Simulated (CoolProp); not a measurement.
Vapour pressure (MPa) of acetone: the reference equation beside estimates from Tc = 508.1 K, pc = 4.692 MPa, ω = 0.307. Clausius-Clapeyron is anchored at 290.2 K with a constant enthalpy of vaporisation of 31.49 kJ/mol.

Computed with CoolProp (reference Helmholtz-energy equation of state, Lemmon 2006). It is a short technical equation, of lower accuracy than the large ones.

```json
[
 {"T (K)": "229.2", "reference": "0.0005294", "Lee-Kesler": "0.0004457", "Clausius-Clapeyron": "0.0006690", "Redlich-Kwong": "0.002253", "Soave-Redlich-Kwong": "0.0004627", "Peng-Robinson": "0.0005272"},
 {"T (K)": "244.4", "reference": "0.001636", "Lee-Kesler": "…", "Clausius-Clapeyron": "0.001870", "Redlich-Kwong": "0.006093", "Soave-Redlich-Kwong": "0.001465", "Peng-Robinson": "0.001619"},
 {"T (K)": "259.7", "reference": "0.004364", "Lee-Kesler": "0.003890", "Clausius-Clapeyron": "0.004658", "Redlich-Kwong": "0.01430", "Soave-Redlich-Kwong": "0.003996", "Peng-Robinson": "0.004305"},
 {"T (K)": "275", "reference": "…", "Lee-Kesler": "0.009374", "Clausius-Clapeyron": "0.01049", "Redlich-Kwong": "0.02980", "Soave-Redlich-Kwong": "0.009570", "Peng-Robinson": "…"},
 {"T (K)": "290.2", "reference": "0.02157", "Lee-Kesler": "0.02019", "Clausius-Clapeyron": "0.02157", "Redlich-Kwong": "0.05616", "Soave-Redlich-Kwong": "0.02049", "Peng-Robinson": "0.02127"},
 {"T (K)": "305.5", "reference": "…", "Lee-Kesler": "0.03993", "Clausius-Clapeyron": "0.04147", "Redlich-Kwong": "0.09822", "Soave-Redlich-Kwong": "0.04029", "Peng-Robinson": "0.04129"},
 {"T (K)": "320.8", "reference": "…", "Lee-Kesler": "0.07316", "Clausius-Clapeyron": "0.07490", "Redlich-Kwong": "…", "Soave-Redlich-Kwong": "0.07348", "Peng-Robinson": "0.07450"},
 {"T (K)": "336", "reference": "0.1271", "Lee-Kesler": "0.1252", "Clausius-Clapeyron": "0.1278", "Redlich-Kwong": "0.2490", "Soave-Redlich-Kwong": "0.1253", "Peng-Robinson": "0.1260"}
]
```

Task: What belongs in the gaps?

Result: 
- 244.4, Lee-Kesler: 0.001418
- 275, reference: 0.01025
- 275, Peng-Robinson: 0.01010
- 305.5, reference: 0.04181
- 320.8, reference: 0.07530
- 320.8, Redlich-Kwong: 0.1609

Absolute difference from the reference over all 8 rows, mean and median: Lee-Kesler 8.0 and 7.5 %, Clausius-Clapeyron 6.5 and 1.6 %, Redlich-Kwong 190.2 and 175.5 %, Soave-Redlich-Kwong 6.3 and 5.8 %, Peng-Robinson 1.1 and 1.2 %.
